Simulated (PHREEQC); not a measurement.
**Brine: speciation**

Solution (25 °C): 6.3 mol KOH, 0.13 mol KCl and 1.4 mol KBr per kg of water. Closed to the air; pH follows from the charge balance.

All values are PHREEQC results (Pitzer model, pitzer.dat), not measurements.

Precipitation was switched off in this run.

Task: Estimate the pH, osmotic coefficient, activity of water.

Result: pH 15.79; osmotic coefficient 1.636; activity of water 0.630.

Complexes and solids missing from the database can't appear. In brines, pH and single-ion activities rest on the MacInnes convention.
